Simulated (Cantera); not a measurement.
An isothermal, constant-pressure homogeneous reactor starts with N2O : O2 = 1 : 0.39 (molar parts), at 1350 K and 1200 Pa. Integrator tolerance rtol = 1e-08.

Detailed kinetics in Cantera: GRI-Mech 3.0 (53 species, 325 reactions). GRI-Mech 3.0 was tuned for natural gas; its chemistry of N2O as a main component is partial and can be far from experiment. Radical loss at walls, strong at low pressure, is not modelled. The mechanism lacks the step 2 NO + O2 → 2 NO2, which can matter for NO2 below about 1400 K. The temperature is held fixed by assumption; the heat of reaction is taken as removed at once.

What does this change do: O2 0.39 to 1.9 parts?


| quantity | before | after |
|---|---|---|
| x(N2O) at 20.0 s | 0.0881 (gas-phase equilibrium 3.88e-9) | 0.0480 (gas-phase equilibrium 2.64e-9) |
| x(O2) at 20.0 s | 0.408 (gas-phase equilibrium 0.471) | 0.677 (gas-phase equilibrium 0.706) |
| x(NO) at 20.0 s | 0.0798 (gas-phase equilibrium 0.000668) | 0.0435 (gas-phase equilibrium 0.000609) |
| x(N2) at 20.0 s | 0.424 (gas-phase equilibrium 0.529) | 0.231 (gas-phase equilibrium 0.294) |
| x(NO2) at 20.0 s | 2.69e-5 (gas-phase equilibrium 9.72e-7) | 2.14e-5 (gas-phase equilibrium 1.09e-6) |
| x(O) at 20.0 s | 1.40e-5 (gas-phase equilibrium 2.66e-6) | 1.40e-5 (gas-phase equilibrium 3.26e-6) |

What does this change do: temperature 1350 to 1098 K?


| quantity | before | after |
|---|---|---|
| x(N2O) at 20.0 s | 0.0881 (gas-phase equilibrium 3.88e-9) | 0.702 (gas-phase equilibrium 6.96e-10) |
| x(O2) at 20.0 s | 0.408 (gas-phase equilibrium 0.471) | 0.285 (gas-phase equilibrium 0.471) |
| x(NO) at 20.0 s | 0.0798 (gas-phase equilibrium 0.000668) | 0.000853 (gas-phase equilibrium 0.000103) |
| x(N2) at 20.0 s | 0.424 (gas-phase equilibrium 0.529) | 0.0122 (gas-phase equilibrium 0.529) |
| x(NO2) at 20.0 s | 2.69e-5 (gas-phase equilibrium 9.72e-7) | 1.87e-7 (gas-phase equilibrium 4.87e-7) |
| x(O) at 20.0 s | 1.40e-5 (gas-phase equilibrium 2.66e-6) | 3.20e-7 (gas-phase equilibrium 1.50e-8) |
